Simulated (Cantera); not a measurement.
Charge: 1 mol Mg(OH)2, 0.069 mol C, 1.5 mol H2, 3.1 mol CO2, equilibrated at 875 K and 7.50 Torr.

Equilibrium computed with Cantera from the NASA thermochemical tables; the gas is ideal and each condensed phase is pure. Candidate condensed phases: C, C6H6, C7H8, C8H18, H2O, Mg, MgCO3, MgO, Mg(OH)2; 116 gas species. Rates play no part.

Base state: CO2 0.446, H2O 0.265, H2 0.176, CO 0.113 (mole fractions); condensed: MgO(s).

Problem. What changes in the equilibrium state with this change: 1.1 mol O2 added?

Solution. 
```csv
species,before,after
CO2,0.446,0.533
H2O,0.265,0.420
O2,<1e-9,0.0472
H2,0.176,<1e-9
CO,0.113,<1e-9
"MgO(s), mol",1.00,1.00
```

Problem. What changes in the equilibrium state with this change: C from 0.069 to 0.84 mol?

Solution. 
```json
[
 {"species": "CO2", "before": "0.446", "after": "0.366"},
 {"species": "H2", "before": "0.176", "after": "0.248"},
 {"species": "CO", "before": "0.113", "after": "0.246"},
 {"species": "H2O", "before": "0.265", "after": "0.140"},
 {"species": "MgO(s), mol", "before": "1.00", "after": "1.00"}
]
```

Problem. What changes in the equilibrium state with this change: temperature from 875 K to 2100 K?

Solution. 
```
species      before     after
-----------  ------  --------
H2O           0.265     0.375
CO2           0.446     0.320
CO            0.113     0.233
H2            0.176    0.0552
Mg            <1e-9  0.000871
H             <1e-9   0.00732
OH            <1e-9   0.00592
O2            <1e-9   0.00162
O             <1e-9  0.000560
MgOH          <1e-9   7.52e-5
MgO(s), mol    1.00     0.994
```
